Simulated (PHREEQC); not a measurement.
A made-up water analysis in mg/L, 25 °C, pH 3.4, pe 9.1: Na 994; K 0.798; Ca 251; Mg 113; Cl 121; S(6) as SO4 2850; Pb 97.2; Li 10.2.

Na is adjusted to close the charge balance.
Valence states are taken as typed.

Computed with PHREEQC (ion-association model, wateq4f.dat).

Precipitation was switched off in this run.

Task: Order these Pb species by the share of Pb that they hold, largest first: Pb+2, PbCl+, Pb(SO4)2-2, PbSO4.

Result: PbSO4 (61 %), Pb+2 (30 %), Pb(SO4)2-2 (7.3 %), PbCl+ (1.6 %)

The pH is 3.40 and the ionic strength 0.0792 mol/kgw. Examples of supersaturated solids here: Anglesite. Others may be too. Complexes and solids missing from the database can't appear.
